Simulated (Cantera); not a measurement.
A Cantera script and its output.

```python
import numpy as np
import cantera as ct

gas = ct.Solution("gri30.yaml")
gas.TPX = 1523, 100000, {'CH2O': 0.026, 'O2': 0.0048, 'N2': 1}
inlet = ct.Reservoir(gas, clone=True)

reactor = ct.IdealGasConstPressureReactor(gas, energy="off", clone=False)
exhaust = ct.Reservoir(gas, clone=True)
tau = [1.1, 0.43, 0.16, 0.062, 0.023, 0.0089, 0.0034, 0.0013][0]
for a, b in ((inlet, reactor), (reactor, exhaust)):
    ct.MassFlowController(a, b, mdot=lambda t: reactor.mass / tau)
net = ct.ReactorNet([reactor])
show = ['CH2O', 'O2', 'C2H4', 'HCN', 'CH4', 'C2H2']

rows = []
print(f"{'tau/s':>10s}{'T/K':>9s}" + "".join(f"{s:>11s}" for s in show))
for tau in [1.1, 0.43, 0.16, 0.062, 0.023, 0.0089, 0.0034, 0.0013]:
    net.initial_time = 0.0
    net.advance(30 * tau)
    before = gas.X
    net.advance(40 * tau)
    drift = np.max(np.abs(gas.X - before) / (gas.X + 1e-9))
    rows.append([gas.T, *gas[show].X, drift])
    print(f"{tau:10.3e}{gas.T:9.1f}" + "".join(f"{x:11.3e}" for x in gas[show].X))
```

Result:

```
     tau/s      T/K       CH2O         O2       C2H4        HCN        CH4       C2H2
 1.100e+00   1523.0  5.109e-07  3.441e-06  1.456e-13  1.683e-08  2.095e-08  2.612e-11
 4.300e-01   1523.0  8.724e-07  5.878e-06  2.743e-13  3.161e-08  2.980e-08  4.497e-11
 1.600e-01   1523.0  1.593e-06  1.073e-05  5.657e-13  5.113e-08  4.329e-08  8.669e-11
 6.200e-02   1523.0  2.996e-06  2.014e-05  1.154e-12  6.540e-08  6.276e-08  1.656e-10
 2.300e-02   1523.0  6.285e-06  4.203e-05  2.378e-12  6.567e-08  9.691e-08  2.832e-10
 8.900e-03   1523.0  1.402e-05  9.254e-05  4.963e-12  5.276e-08  1.577e-07  3.724e-10
 3.400e-03   1523.0  3.508e-05  2.232e-04  1.195e-11  3.569e-08  2.684e-07  3.701e-10
 1.300e-03   1523.0  1.015e-04  5.785e-04  2.997e-11  1.953e-08  4.328e-07  2.763e-10
```

Computed with Cantera and GRI-Mech 3.0 (53 species, 325 reactions).
